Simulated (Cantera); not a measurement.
Input: 1 mol CuO, 0.54 mol CH4, 0.092 mol CO, equilibrated at 0.278 Torr.

Equilibrium computed with Cantera from the NASA thermochemical tables; the gas is ideal and each condensed phase is pure. Candidate condensed phases: C, C6H6, C7H8, C8H18, Cu, CuO, Cu(OH)2, Cu2O, H2O; 113 gas species. Equilibrium is a limit: real reactors are often held back by kinetics, nucleation or transport.

Question: What share of the Cu ends up in condensed phases as a function of T (K), at 1425, 1475, 1525, 1575, 1625, 1675, 1725, 1775, 1825, 1875, 1925, 1975?

Answer: 
```
T (K)  Cu condensed (%)     as
-----  ----------------  -----
1425               99.0  Cu(l)
1475               97.5  Cu(l)
1525               94.0  Cu(l)
1575               86.3  Cu(l)
1625               68.6  Cu(l)
1675               23.2  Cu(l)
1725                0.0      -
1775                0.0      -
1825                0.0      -
1875                0.0      -
1925                0.0      -
1975                0.0      -
```
